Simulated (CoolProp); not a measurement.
The fluid at 298.15 K and 0.0254 MPa is throttled through a valve to 0.0159 MPa with no heat exchange. The same conditions are run with several fluids, on thermodynamics alone (safety and materials aside).

Computed with CoolProp (reference Helmholtz-energy equation of state of each fluid (R236EA: Rui 2013; carbon dioxide: Span 1996; chloromethane (R40): Thol 2014; carbonyl sulfide: Lemmon 2006; R1233zd(E): Akasaka 2022)).

| fluid | temperature change (K) | final density (kg/m³) |
|---|---|---|
| R236EA | -0.2 | (withheld) |
| carbon dioxide | (withheld) | 0.283 |
| chloromethane (R40) | -0.3 | (withheld) |
| carbonyl sulfide | -0.2 | 0.386 |
| R1233zd(E) | -0.3 | (withheld) |

**Question.** What belongs in the gaps?

**Answer.** 
- R236EA, final density (kg/m³): 0.981
- carbon dioxide, temperature change (K): -0.1
- chloromethane (R40), final density (kg/m³): 0.325
- R1233zd(E), final density (kg/m³): 0.843
